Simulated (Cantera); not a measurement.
What does this Cantera script print?

```python
import numpy as np
import cantera as ct

gas = ct.Solution("gri30.yaml")
gas.TPX = 1525, 2000, {'CH4': 1, 'H2': 18}
inlet = ct.Reservoir(gas, clone=True)

reactor = ct.IdealGasConstPressureReactor(gas, energy="off", clone=False)
exhaust = ct.Reservoir(gas, clone=True)
tau = [25, 5.9, 1.4, 0.33, 0.078, 0.018, 0.0044, 0.001][0]
for a, b in ((inlet, reactor), (reactor, exhaust)):
    ct.MassFlowController(a, b, mdot=lambda t: reactor.mass / tau)
net = ct.ReactorNet([reactor])
show = ['CH4', 'H2', 'C2H4', 'C2H2', 'C2H6']

rows = []
print(f"{'tau/s':>10s}{'T/K':>9s}" + "".join(f"{s:>11s}" for s in show))
for tau in [25, 5.9, 1.4, 0.33, 0.078, 0.018, 0.0044, 0.001]:
    net.initial_time = 0.0
    net.advance(30 * tau)
    before = gas.X
    net.advance(40 * tau)
    drift = np.max(np.abs(gas.X - before) / (gas.X + 1e-9))
    rows.append([gas.T, *gas[show].X, drift])
    print(f"{tau:10.3e}{gas.T:9.1f}" + "".join(f"{x:11.3e}" for x in gas[show].X))
```

It prints:

```
     tau/s      T/K        CH4         H2       C2H4       C2H2       C2H6
 2.500e+01   1525.0  2.647e-02  9.609e-01  7.521e-05  1.231e-02  1.037e-06
 5.900e+00   1525.0  4.018e-02  9.537e-01  7.266e-05  5.784e-03  2.164e-06
 1.400e+00   1525.0  4.871e-02  9.492e-01  7.121e-05  1.727e-03  2.908e-06
 3.300e-01   1525.0  5.175e-02  9.477e-01  5.510e-05  3.048e-04  2.673e-06
 7.800e-02   1525.0  5.249e-02  9.473e-01  1.545e-05  1.348e-05  1.181e-06
 1.800e-02   1525.0  5.261e-02  9.474e-01  4.291e-07  3.902e-08  1.083e-07
 4.400e-03   1525.0  5.263e-02  9.474e-01  6.361e-09  8.904e-11  4.047e-09
 1.000e-03   1525.0  5.263e-02  9.474e-01  7.322e-11  1.981e-13  6.989e-11
```

Computed with Cantera and GRI-Mech 3.0 (53 species, 325 reactions). GRI-Mech 3.0 stops at C3 and has no aromatics, soot or wall deposition, so with more carbon than oxygen in the feed, carbon stays in small species such as C2H2 where larger ones or solid carbon would form. Radical loss at walls, strong at low pressure, is not modelled.
